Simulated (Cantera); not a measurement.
A freely propagating, adiabatic, planar premixed flame of H2 : O2 : N2 = 1 : 0.2 : 0.752 (molar parts), equivalence ratio 2.5, unburnt at 723 K and 180000 Pa; mixture-averaged transport, grid criteria slope 0.08 and curve 0.16, no radiation.

Detailed kinetics in Cantera: the H2/O2 subset of GRI-Mech 3.0, which has no nitrogen chemistry. Burning velocities carry a grid error of a few per cent, more on coarse grids.

Question: What does this change do: inlet temperature 723 to 475 K?

Answer: 
```
quantity                     before     after
------------------------  ---------  --------
laminar burning velocity  1250 cm/s  572 cm/s
thermal thickness          0.240 mm  0.198 mm
peak x(HO2)                0.000273  0.000485
peak x(H)                    0.0836    0.0617
peak x(OH)                  0.00327   0.00199
```

Question: What does this change do: inlet temperature 723 to 350 K?

Answer: 
```json
[
 {"quantity": "laminar burning velocity", "before": "1250 cm/s", "after": "339 cm/s"},
 {"quantity": "thermal thickness", "before": "0.240 mm", "after": "0.175 mm"},
 {"quantity": "peak x(HO2)", "before": "0.000273", "after": "0.000577"},
 {"quantity": "peak x(H)", "before": "0.0836", "after": "0.0509"},
 {"quantity": "peak x(OH)", "before": "0.00327", "after": "0.00153"}
]
```
